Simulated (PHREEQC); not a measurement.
**Nickel, zinc or cadmium bath (model solution)**

Solution (20 °C): 26 mmol/kgw NiCl2 and 0.58 mmol/kgw Na2SO4. Closed to the air; pH follows from the charge balance.

The numbers come from PHREEQC with the ion-association model, wateq4f.dat.

Precipitation was switched off in this run.

Task: Predict the pH.

Result: pH 6.00.

Task: In which forms is Cl present?

Result: Cl- 97 %, NiCl+ 2.4 %, NiCl2 0.5 % of the Cl.

Species that the database lacks are ignored.
